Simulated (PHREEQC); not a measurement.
A solution holds 0.12 mol/kgw FeCl3, 0.0049 mol/kgw H3AsO4, 0.00096 mol/kgw NaF and 0.054 mol/kgw Zn(NO3)2, at 94 °C. Closed to the air; pH follows from the charge balance.

Model: ion-association model, wateq4f.dat, run in PHREEQC.

No solid was allowed to form.

**Question.** Estimate the pH.

**Answer.** pH 1.57.

**Question.** In which forms is Zn present?

**Answer.** ZnCl+ 55 %, Zn+2 36 %, ZnCl2 5.6 %, ZnCl3- 2.3 %, ZnCl4-2 0.9 % of the Zn.

Saturation is exceeded, for instance for Hematite (slow to form), Goethite (slow to form); the values hold only as long as no solid forms. Species that the database lacks are ignored. The database's scorodite may be far more soluble than the real mineral, and it has no iron arsenate complexes; the constant wasn't checked at its source. Constants without temperature data keep their 25 °C values here. Fluoro complexes past AlF4- and FeF3 are missing from the database. The database has no arsenate complexes of Zn.
